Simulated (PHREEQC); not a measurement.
Dissolve 20 mmol/kgw ZnCl2, 0.092 mmol/kgw KCl and 0.057 mmol/kgw FeSO4 at 61 °C. Closed to the air; pH follows from the charge balance.

All values are PHREEQC results (ion-association model, phreeqc.dat), not measurements.

**Question.** The ionic strength comes out as 0.0540 mol/kgw. What activity coefficients do FeCl+, ZnOH+, Zn+2, H+, Cl- get?

**Answer.** FeCl+ 0.81, ZnOH+ 0.81, Zn+2 0.43, H+ 0.84, Cl- 0.80.

This is a speciation only: nothing precipitates in the calculation. At this temperature some constants are extrapolated from 25 °C, and those without enthalpy data are left unchanged.
